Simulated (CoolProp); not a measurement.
Vapour-liquid equilibrium of propane (1) + R114 (2) at 1190 kPa; x and y are mole fractions of (1).

Values from CoolProp's multi-fluid Helmholtz-energy mixture model, Lemmon 2009 and Platzer 1990; pair parameters Bell 2016. This equation is an older, rougher fit; its heat capacities, sound speeds and derivatives of the liquid may be far off and weren't checked against measurements.

| x | bubble temperature (K) | y at the bubble point | dew temperature at overall composition x (K) | liquid density (mol/L) |
|---|---|---|---|---|
| 0.05 | (withheld) | 0.127 | (withheld) | 7.289 |
| 0.15 | 349.1 | 0.334 | 357.9 | 7.666 |
| 0.25 | 340.8 | 0.489 | 353.2 | 8.022 |
| 0.35 | 334.0 | 0.605 | 348.3 | 8.365 |
| 0.45 | 328.3 | 0.695 | 343.0 | 8.703 |
| 0.55 | 323.4 | 0.768 | 337.3 | 9.045 |
| 0.65 | 319.2 | 0.829 | 331.2 | 9.398 |
| 0.75 | 315.4 | 0.882 | (withheld) | 9.771 |
| 0.85 | 311.9 | 0.931 | 317.7 | 10.17 |
| 0.95 | 308.7 | 0.977 | 310.6 | 10.60 |

Question: Fill in the missing entries.

Answer: 
- 0.05, bubble temperature (K): 359.0
- 0.05, dew temperature at overall composition x (K): 362.4
- 0.75, dew temperature at overall composition x (K): 324.6

No azeotrope shows between x = 0.05 and 0.95.

The pair parameters rest on a limited set of measurements; away from them the model extrapolates.
